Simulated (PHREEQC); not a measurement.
Make-up at 25 °C: 0.00018 mol NaF and 0.00013 mol NaCl per kg of water. Closed to the air; pH follows from the charge balance.

Model: ion-association model, phreeqc.dat, run in PHREEQC.

```json
{
 "pH": "7.05",
 "ionic_strength": "0.000310 mol/kgw"
}
```

| species | molality | activity | log γ |
|---|---|---|---|
| Na+ | 0.000310 | 0.000304 | -0.009 |
| F- | 0.000180 | 0.000176 | -0.009 |
| Cl- | 0.000130 | 0.000127 | -0.009 |
| OH- | 1.15e-7 | 1.13e-7 | -0.009 |
| H+ | 9.15e-8 | 8.97e-8 | -0.009 |
| NaF | 3.08e-8 | 3.08e-8 | 0.000 |
| HF | 2.37e-8 | 2.37e-8 | 0.000 |

This is a speciation only: nothing precipitates in the calculation.
